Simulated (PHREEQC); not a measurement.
A solution holds 0.12 mol/kgw Cu(NO3)2 and 0.00022 mol/kgw HBF4, at 46 °C. Closed to the air; pH follows from the charge balance.

Model: ion-association model, phreeqc.dat, run in PHREEQC.

| quantity | before | after |
|---|---|---|
| pH | 3.31 | 2.66 |
| F- (mol/kgw) | 0.000387 | 0.00111 |
| HF (mol/kgw) | 0.000252 | 0.00322 |
| Cu2(OH)2+2 (mol/kgw) | 4.62e-6 | 2.31e-7 |

Q: Name the change that produced these shifts.
(A) temperature from 46 to 10 °C
(B) Cu(NO3)2 from 0.12 to 0.108 mol/kgw
(C) HBF4 from 0.00022 to 0.0022 mol/kgw
(D) temperature from 46 to 25 °C
(E) diluted 5-fold with water

A: C, HBF4 from 0.00022 to 0.0022 mol/kgw

No solid was allowed to form. Constants without temperature data keep their 25 °C values here. Real BF4- forms and hydrolyses slowly; the run takes it at equilibrium.
